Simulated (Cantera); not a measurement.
Feed: 1 mol Si, a varied amount of Cl₂, held at 133 Pa.

These are equilibrium values from Cantera (NASA tables, ideal gas, pure condensed phases), not measurements of a reactor. Candidate condensed phases: Si; 9 gas species. The tables' values for SiCl₃ are old estimates. Rates play no part.

What condenses at these points (T in K, n(Cl₂) in mol): (1075, 1.1); (1225, 0.67); (925, 4.3); (1375, 4.3); (1225, 3.1)?


| T (K) | n(Cl₂) in mol | condensed phases | Si condensed (%) |
|---|---|---|---|
| 1075 | 1.1 | Si | 41.9 |
| 1225 | 0.67 | Si | 54.9 |
| 925 | 4.3 | gas only | 0.0 |
| 1375 | 4.3 | gas only | 0.0 |
| 1225 | 3.1 | gas only | 0.0 |
